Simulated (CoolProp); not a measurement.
Vapour-liquid equilibrium of R114 (1) + n-heptane (2) at 294.7 K; x and y are mole fractions of (1).

Values from CoolProp's multi-fluid Helmholtz-energy mixture model, Platzer 1990 and Span 2003; pair parameters Bell 2016. This equation is an older, rougher fit; its heat capacities, sound speeds and derivatives of the liquid may be far off and weren't checked against measurements.

Give the bubble pressure and the first vapour's composition at x = 0.65, 0.85, 0.95. Is there an azeotrope?

x = 0.65: 1.396 bar, y = 0.981; x = 0.85: 1.665 bar, y = 0.991; x = 0.95: 1.825 bar, y = 0.997. No azeotrope shows between x = 0.05 and 0.95.

The pair parameters rest on a limited set of measurements; away from them the model extrapolates.
